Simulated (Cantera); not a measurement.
Feed: 1 mol Si, 4 mol SF6, 1.6 mol N2, at 1500 K and 0.133 bar.

These are equilibrium values from Cantera (NASA tables, ideal gas, pure condensed phases), not measurements of a reactor. Candidate condensed phases: S, Si, Si3N4; 29 gas species. The tables' values for SF3, SF5 are old estimates; treat these amounts as uncertain. Rates play no part.

Problem. What is the equilibrium state?

Solution. 
* **x(SF4)**: 0.311
* **x(SF6)**: 0.253
* **x(N2)**: 0.227
* **x(SiF4)**: 0.142
* **x(F)**: 0.0636
* **x(SF3)**: 0.00266
* **x(SF5)**: 0.00126
* **x(SF2)**: 0.000223
* **x(F2)**: 7.25e-5
* **gas amount**: 7.049 mol
* **log10 activity of S(l) (absent)**: -10.17
* **log10 activity of Si(s) (absent)**: -40.42
